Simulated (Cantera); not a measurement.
An isothermal, constant-pressure homogeneous reactor starts with C2H6 : N2 = 1 : 9.6 (molar parts), at 1823 K and 0.691 atm. Integrator tolerance rtol = 1e-08.

Model: GRI-Mech 3.0 (53 species, 325 reactions), integrated in Cantera. GRI-Mech 3.0 stops at C3 and has no aromatics, soot or wall deposition, so with more carbon than oxygen in the feed, carbon stays in small species such as C2H2 where larger ones or solid carbon would form.

```json
[
 {"quantity": "x(C2H6) at 50.0 s", "before": "2.18e-8 (gas-phase equilibrium 8.92e-9)", "after": "3.06e-9 (gas-phase equilibrium 1.22e-9)"},
 {"quantity": "x(H2) at 50.0 s", "before": "0.158 (gas-phase equilibrium 0.158)", "after": "0.158 (gas-phase equilibrium 0.158)"},
 {"quantity": "x(H) at 50.0 s", "before": "0.000207 (gas-phase equilibrium 0.000207)", "after": "0.000778 (gas-phase equilibrium 0.000779)"},
 {"quantity": "x(HCN) at 50.0 s", "before": "0.000368 (gas-phase equilibrium 0.0943)", "after": "0.00688 (gas-phase equilibrium 0.0995)"},
 {"quantity": "x(C2H) at 50.0 s", "before": "9.96e-7 (gas-phase equilibrium 4.04e-7)", "after": "6.97e-6 (gas-phase equilibrium 2.71e-6)"}
]
```

Question: Name the change that produced these shifts.
A) pressure from 0.691 atm to 0.000109 atm
B) temperature 1823 to 2000 K
C) pressure from 0.691 atm to 0.132 atm
D) N2 9.6 to 23 parts

Answer: B, temperature 1823 to 2000 K
